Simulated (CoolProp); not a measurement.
Vapour-liquid equilibrium of R143a (1) + isobutane (2) at 0.87 MPa; x and y are mole fractions of (1).

Computed with CoolProp (multi-fluid Helmholtz-energy mixture model, Lemmon and Jacobsen 2000 and Bücker 2006; pair parameters Bell 2016).

Task: Give the bubble temperature and the first vapour's composition at x = 0.425, 0.5, 0.725. Is there an azeotrope?

Result: x = 0.425: 20.3 °C, y = 0.710; x = 0.5: 18.4 °C, y = 0.742; x = 0.725: 14.3 °C, y = 0.831. No azeotrope shows between x = 0.05 and 0.95.

Pair parameters are fitted to limited data, so mixtures are less certain than the pure fluids.
